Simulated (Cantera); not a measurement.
# Abatement and gas-phase synthesis: NF3 + O2 + H2

Charge: 1 mol NF3, 0.31 mol O2, 0.23 mol H2, held at 0.00140 bar.

Cantera equilibrium calculation (NASA polynomials, part measured and part estimated; ideal gas, pure solids and liquids). Candidate condensed phases: H2O; 65 gas species. Ions and electrons are included (thermal ionisation). Equilibrium is a limit: real reactors are often held back by kinetics, nucleation or transport.

From 2227 °C to 4727 °C nothing is condensed.

| T (°C) | x F | x N | x O | x N2 | x HF | x H | x O2 |
|---|---|---|---|---|---|---|---|
| 2227 | 0.641 | 2.75e-6 | 0.0759 | 0.124 | 0.116 | 0.000170 | 0.0384 |
| 2477 | 0.625 | 2.23e-5 | 0.126 | 0.121 | 0.110 | 0.00223 | 0.0113 |
| 2727 | 0.625 | 0.000128 | 0.142 | 0.119 | 0.0934 | 0.0165 | 0.00220 |
| 2977 | 0.638 | 0.000557 | 0.140 | 0.114 | 0.0505 | 0.0548 | 0.000440 |
| 3227 | 0.649 | 0.00196 | 0.137 | 0.110 | 0.0165 | 0.0854 | 0.000107 |
| 3477 | 0.652 | 0.00585 | 0.135 | 0.106 | 0.00473 | 0.0959 | 3.24e-5 |
| 3727 | 0.650 | 0.0151 | 0.134 | 0.101 | 0.00145 | 0.0984 | 1.14e-5 |
| 3977 | 0.644 | 0.0337 | 0.133 | 0.0904 | 0.000498 | 0.0983 | 4.49e-6 |
| 4227 | 0.634 | 0.0650 | 0.131 | 0.0731 | 0.000188 | 0.0970 | 1.94e-6 |
| 4477 | 0.620 | 0.107 | 0.128 | 0.0499 | 7.71e-5 | 0.0950 | 8.98e-7 |
| 4727 | 0.607 | 0.147 | 0.125 | 0.0276 | 3.44e-5 | 0.0930 | 4.48e-7 |
x: gas mole fraction; nothing condenses.
